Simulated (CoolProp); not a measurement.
Properties of CH3F (R41) along the isobar 0.343 MPa (Tc = 44.1 °C, pc = 5.906 MPa, ω = 0.200).

Values from CoolProp's reference Helmholtz-energy equation of state, Lemmon 2006. It is a short technical equation, of lower accuracy than the large ones.

```csv
T (°C),phase,Z,cv (kJ/(kg K)),Joule-Thomson coefficient (K/MPa)
28.95,gas,0.9727,0.8874,17.23
41.25,gas,0.9761,0.9031,15.37
53.55,gas,0.9790,0.9213,13.79
65.85,gas,0.9815,0.9416,12.43
78.15,gas,0.9836,0.9633,11.26
90.45,gas,0.9854,0.9862,10.24
102.65,gas,0.9869,1.010,9.355
114.95,gas,0.9883,1.034,8.569
127.25,gas,0.9894,1.059,7.872
139.55,gas,0.9905,1.085,7.253
151.85,gas,0.9914,1.111,6.699
```
